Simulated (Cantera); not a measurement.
Feed: 1 mol V, 1.1 mol O2, 0.57 mol N2, at 2500 Pa.

These are equilibrium values from Cantera (NASA tables, ideal gas, pure condensed phases), not measurements of a reactor. Candidate condensed phases: V, VN, VO, V2O3, V2O4, V2O5; 13 gas species. Mutual solubility and eutectic melting of coexisting phases are not modelled. Condensed phases not in the tables: the oxides between V2O3 and V2O5 other than VO2. Gases not in the tables: V4O10. Equilibrium is a limit: real reactors are often held back by kinetics, nucleation or transport.

x: gas mole fraction; n: condensed amount in mol.

| T (°C) | x N2 | x VO2 | x O2 | x O | n V2O4(s) | n V2O5(l) | n V2O4(l) |
|---|---|---|---|---|---|---|---|
| 677 | 0.996 | <1e-12 | 0.00351 | 1.19e-11 | 0.304 | 0.196 | 0 |
| 827 | 0.967 | 6.77e-12 | 0.0328 | 2.86e-9 | 0.339 | 0.161 | 0 |
| 977 | 0.851 | 2.71e-9 | 0.149 | 1.69e-7 | 0.500 | 0 | 0 |
| 1127 | 0.850 | ___ | 0.149 | ___ | 0.500 | 0 | 0 |
| 1277 | 0.850 | 1.20e-5 | 0.149 | 1.91e-5 | 0.500 | 0 | 0 |
| 1427 | 0.849 | ___ | 0.148 | ___ | 0.500 | 0 | 0 |
| 1577 | 0.846 | 0.00293 | 0.146 | 0.000467 | 0 | 0 | 0.499 |
| 1727 | 0.831 | 0.0184 | 0.142 | 0.00160 | 0 | 0 | 0.494 |
| 1877 | 0.771 | 0.0869 | 0.129 | 0.00444 | 0 | 0 | 0.468 |
| 2027 | 0.565 | 0.326 | 0.0908 | 0.00947 | 0 | 0 | 0.337 |
| 2177 | 0.335 | 0.593 | 0.0488 | 0.0157 | 0 | 0 | 0 |

What belongs in the gaps?


- 1127, x VO2: 2.89e-7
- 1127, x O: 2.31e-6
- 1427, x VO2: 0.000252
- 1427, x O: 0.000109
